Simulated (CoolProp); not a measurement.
R507A along the isobar 5.53 MPa: density (kg/m³) from the reference equation and from simpler models built on Tc = 343.8 K, pc = 3.705 MPa, ω = 0.286; each cubic takes its own stable root.

Model: reference Helmholtz-energy equation of state, Lemmon 2003, in CoolProp. It is a pseudo-pure fit of the blend.

| T (K) | phase | reference |
|---|---|---|
| 294.1 | liquid | 1107 |
| 302.8 | liquid | 1071 |
| 311.5 | liquid | 1032 |
| 320.3 | liquid | 987.4 |
| 329 | liquid | 937.7 |
| 337.7 | liquid | 878.7 |
| 346.4 | supercritical | 804.5 |
| 355.1 | supercritical | 699.7 |
| 363.9 | supercritical | 533.0 |
| 372.6 | supercritical | 392.6 |
| 381.3 | supercritical | 324.5 |
| 390 | supercritical | 285.0 |

Task: How far does each simpler model (van der Waals, Soave-Redlich-Kwong, Peng-Robinson) lie from the reference over these 12 states: mean and median of the absolute difference, and the worst?

Result: 
- van der Waals: mean 27.6 %, median 33.9 %, worst -39.0 % at 294.1 K and 5.53 MPa
- Soave-Redlich-Kwong: mean 14.9 %, median 15.7 %, worst -21.2 % at 355.1 K and 5.53 MPa
- Peng-Robinson: mean 6.6 %, median 5.3 %, worst -14.0 % at 355.1 K and 5.53 MPa
